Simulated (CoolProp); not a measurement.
The numbers come from the reference Helmholtz-energy equation of state, Lemmon 2006 in CoolProp. It is a short technical equation, of lower accuracy than the large ones.

### Question
For n-decane, give the phase and the cp (kJ/(kg K)), viscosity (µPa s) at 497.4 K and 1290 kPa.

### Answer
- 497.4 K and 1290 kPa: liquid; cp 3.03, viscosity 146

Viscosity comes from a separate model (Huber 2004).
